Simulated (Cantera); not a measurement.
Input: 1 mol BN, a varied amount of H₂O, 0.83 mol H₂, at 1750 °C and 0.100 bar.

Cantera equilibrium calculation (NASA polynomials, part measured and part estimated; ideal gas, pure solids and liquids). Candidate condensed phases: B, BN, B₂O₃, B₃O₃H₃, H₂O; 39 gas species. Rates play no part.

**Question.** Which condensed phases are stable at each of these points (n(H₂O) (mol)): 0.36, 0.49, 0.67, 0.92, 1.3, 1.7, 2.3?

**Answer.** 
```tsv
n(H₂O) (mol)	condensed phases	B condensed (%)
0.36	BN(s)	67.7
0.49	BN(s)	56.7
0.67	BN(s)	41.6
0.92	BN(s)	20.8
1.3	gas only	0.0
1.7	gas only	0.0
2.3	gas only	0.0
```

From 0.36 mol H₂O to 0.92 mol H₂O the condensed part is BN(s). From 1.3 mol H₂O to 2.3 mol H₂O nothing is condensed.
